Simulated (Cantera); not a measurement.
**N2O furnace oxynitridation**

An isothermal, constant-pressure homogeneous reactor starts with 63.3 % N2O, 36.7 % O2, at 1150 K and 150000 Pa.

Cantera simulation using GRI-Mech 3.0 (53 species, 325 reactions); the numbers are that mechanism's predictions, not measurements. GRI-Mech 3.0 was tuned for natural gas; its chemistry of N2O as a main component is partial and can be far from experiment. The mechanism lacks the step 2 NO + O2 → 2 NO2, which can matter for NO2 below about 1400 K. The temperature is held fixed by assumption; the heat of reaction is taken as removed at once.

```csv
t (s),x N2O,x O2,x NO,x NO2,x O
0.000100,0.633,0.367,1.57e-6,6.87e-11,7.41e-7
0.000289,0.633,0.367,4.79e-6,6.35e-10,7.41e-7
0.000838,0.633,0.367,1.41e-5,5.51e-9,7.41e-7
0.00242,0.632,0.367,4.10e-5,4.50e-8,7.41e-7
0.00702,0.631,0.367,0.000119,3.51e-7,7.40e-7
0.0203,0.628,0.368,0.000340,2.39e-6,7.38e-7
0.0588,0.618,0.370,0.000965,1.23e-5,7.29e-7
0.170,0.591,0.376,0.00266,4.41e-5,7.05e-7
0.492,0.522,0.390,0.00683,0.000123,6.43e-7
1.43,0.380,0.420,0.0147,0.000273,5.09e-7
4.12,0.183,0.463,0.0233,0.000441,2.96e-7
11.9,0.0381,0.497,0.0262,0.000534,8.28e-8
34.6,0.000952,0.505,0.0257,0.000911,6.71e-9
100,1.99e-7,0.506,0.0256,0.00105,4.86e-9
```
x: mole fraction; the columns are a selection and need not sum to one.

Equilibrium at this temperature and pressure: N2O 1.12e-8, O2 0.519, NO 0.000162, NO2 6.76e-6, O 4.92e-9 (gas phase only).
